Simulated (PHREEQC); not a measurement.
Solution A (1.1 mmol/kgw HF, 120 mmol/kgw NaF and 0.068 mmol/kgw H2SO4) is mixed with solution B (0.0017 mol HCl per kg of water) at 25 °C; shares are by mass of water, 1 kg in all. Oxygen is held at 0.21 atm. The system is closed to CO2. Solids allowed: Halite, Mirabilite. Others were left out.

Model: ion-association model, wateq4f.dat, run in PHREEQC.

```csv
share of solution B,pH,SO4-2 (mol/kgw),NaSO4- (mol/kgw)
0,5.18,5.65e-5,1.15e-5
0.1,5.11,5.14e-5,9.80e-6
0.2,5.03,(withheld),8.17e-6
0.3,4.95,4.10e-5,6.62e-6
0.4,4.86,(withheld),(withheld)
0.5,4.76,3.01e-5,3.88e-6
0.6,4.65,(withheld),2.70e-6
0.7,4.50,(withheld),1.68e-6
0.8,4.30,1.27e-5,(withheld)
0.9,3.98,6.50e-6,2.50e-7
1,2.79,0,0
```

**Question.** What belongs in the gaps?

**Answer.** 
- 0.2, SO4-2 (mol/kgw): 4.62e-5
- 0.4, SO4-2 (mol/kgw): 3.56e-5
- 0.4, NaSO4- (mol/kgw): 5.19e-6
- 0.6, SO4-2 (mol/kgw): 2.45e-5
- 0.7, SO4-2 (mol/kgw): 1.87e-5
- 0.8, NaSO4- (mol/kgw): 8.44e-7
